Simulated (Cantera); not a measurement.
Metals in furnace atmospheres: Fe + NH₃ + N₂ + CO₂

A closed system holds: 1 mol Fe, 3.2 mol NH₃, 270 mol N₂, 0.0034 mol CO₂, held at 6.75 Torr.

Equilibrium computed with Cantera from the NASA thermochemical tables; the gas is ideal and each condensed phase is pure. Candidate condensed phases: C, C₆H₆, C₇H₈, C₈H₁₈, Fe, Fe(CO)₅, FeO, Fe(OH)₂, Fe(OH)₃, Fe₂O₃, Fe₃O₄, H₂O; 140 gas species. Rates play no part.

From 602 °C to 902 °C the condensed part is Fe(α). From 977 °C to 1352 °C the condensed part is Fe(γ).

| T (°C) | x N₂ | x H₂ | x Fe | x H | x CO | x H₂O | n Fe(α) | n Fe(γ) |
|---|---|---|---|---|---|---|---|---|
| 602 | 0.983 | 0.0174 | <1e-12 | 6.97e-11 | 1.23e-5 | 1.23e-5 | 1.00 | 0 |
| 677 | 0.983 | 0.0174 | <1e-12 | 7.73e-10 | 1.23e-5 | 1.23e-5 | 1.00 | 0 |
| 752 | 0.983 | 0.0174 | 5.47e-12 | 6.05e-9 | 1.23e-5 | 1.23e-5 | 1.00 | 0 |
| 827 | 0.983 | 0.0174 | 1.40e-10 | 3.59e-8 | 1.23e-5 | 1.23e-5 | 1.00 | 0 |
| 902 | 0.983 | 0.0174 | 2.34e-9 | 1.70e-7 | 1.23e-5 | 1.23e-5 | 1.000 | 0 |
| 977 | 0.983 | 0.0174 | 2.75e-8 | 6.71e-7 | 1.23e-5 | 1.23e-5 | 0 | 1.000 |
| 1052 | 0.983 | 0.0174 | 2.44e-7 | 2.27e-6 | 1.23e-5 | 1.23e-5 | 0 | 1.000 |
| 1127 | 0.983 | 0.0174 | 1.70e-6 | 6.75e-6 | 1.23e-5 | 1.23e-5 | 0 | 1.000 |
| 1202 | 0.983 | 0.0173 | 9.71e-6 | 1.80e-5 | 1.23e-5 | 1.23e-5 | 0 | 0.997 |
| 1277 | 0.983 | 0.0173 | 4.66e-5 | 4.37e-5 | 1.23e-5 | 1.23e-5 | 0 | 0.987 |
| 1352 | 0.982 | 0.0173 | 0.000193 | 9.78e-5 | 1.23e-5 | 1.23e-5 | 0 | 0.947 |
x: gas mole fraction; n: condensed amount in mol.
